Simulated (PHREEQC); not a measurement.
**Polishing slurry liquid: an equilibrium model**

Solution (25 °C): 59 mmol/kgw TMAH, 0.063 mmol/kgw K2SO4 and 0.0077 mmol/kgw CO2. Closed to the air; pH follows from the charge balance.

Model: ion-association model, phreeqc.dat, run in PHREEQC.

No solid was allowed to form.

Estimate the pH.

pH 12.67.

(CH3)4N+ isn't in the database: it is added as a free cation with an ion size of 4 Å.
